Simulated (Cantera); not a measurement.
A perfectly stirred reactor is fed with CH4 : H2 : O2 : N2 = 1 : 0.98 : 1.46 : 5.13 (molar parts), at 0.987 atm; it is adiabatic with a 475 K inlet, and is followed from long to short residence time, starting on the burning branch (τ in s: 0.26, 0.076, 0.022, 0.0065, 0.0019, 0.00055, 0.00016, 4.7e-05, 1.4e-05, 4e-06).

Detailed kinetics in Cantera: GRI-Mech 3.0 (53 species, 325 reactions).

**Question.** Predict: blow-out, bracketed by the residence times tried; x(CH4) at τ = 0.260 s; x(H2) at τ = 0.260 s; x(O2) at τ = 0.260 s; x(H2O) at τ = 0.260 s; x(CH4) at τ = 0.550 ms; x(H2) at τ = 0.550 ms; x(O2) at τ = 0.550 ms; x(H2O) at τ = 0.550 ms.

**Answer.** 
```
Property                                                                        Result
------------------------------------------------  ------------------------------------
blow-out, bracketed by the residence times tried  burning at 0.550 ms, out at 0.160 ms
x(CH4) at τ = 0.260 s                                                         0.000475
x(H2) at τ = 0.260 s                                                             0.139
x(O2) at τ = 0.260 s                                                           4.63e-5
x(H2O) at τ = 0.260 s                                                            0.187
x(CH4) at τ = 0.550 ms                                                         0.00621
x(H2) at τ = 0.550 ms                                                            0.117
x(O2) at τ = 0.550 ms                                                          0.00713
x(H2O) at τ = 0.550 ms                                                           0.194
```
